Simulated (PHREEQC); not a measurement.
## Buffer: speciation

Make-up at 25 °C: 25 mmol/kgw KH2PO4, 0.64 mmol/kgw K2HPO4 and 0.64 mmol/kgw KCl. Closed to the air; pH follows from the charge balance.

Equilibrium calculation in PHREEQC: ion-association model, phreeqc.dat.

Each row changes one thing in this solution. Precipitation was switched off in this run.

| case | pH | ionic strength (mol/kgw) | HPO4-2 (mol/kgw) | KHPO4- (mol/kgw) | H3PO4 (mol/kgw) | SI of Sylvite (KCl) |
|---|---|---|---|---|---|---|
| as made | 5.41 | 0.0276 | 0.000639 | 1.79e-5 | 1.21e-5 | -5.80 |
| temperature from 25 to 35 °C | 5.39 | 0.0276 | 0.000641 | 1.78e-5 | … | -5.86 |
| K2HPO4 replaced by KHF2 at the same molality | 3.93 | 0.0264 | 2.06e-5 | 5.72e-7 | 0.000363 | -5.81 |
| KCl from 0.00064 to 0.0064 mol/kgw | 5.40 | 0.0333 | 0.000636 | 2.07e-5 | 1.24e-5 | -4.73 |
| temperature from 25 to 55 °C | 5.34 | 0.0276 | 0.000647 | 1.75e-5 | 1.96e-5 | -5.95 |
| temperature from 25 to 80 °C | … | 0.0276 | 0.000656 | 1.72e-5 | 2.75e-5 | -6.05 |
| diluted 10-fold with water | 5.57 | 0.00276 | 6.75e-5 | 2.82e-7 | 9.44e-7 | -7.71 |
| diluted 100-fold with water | 5.71 | 0.000280 | 8.43e-6 | 4.10e-9 | 6.92e-8 | -9.68 |
| diluted 2-fold with water | … | 0.0138 | 0.000324 | 5.32e-6 | … | -6.37 |

Some entries are withheld; supply them.


- temperature from 25 to 35 °C, H3PO4 (mol/kgw): 1.44e-5
- temperature from 25 to 80 °C, pH: 5.29
- diluted 2-fold with water, pH: 5.47
- diluted 2-fold with water, H3PO4 (mol/kgw): 5.54e-6

Complexes and solids missing from the database can't appear. At this temperature some constants are extrapolated from 25 °C, and those without enthalpy data are left unchanged.
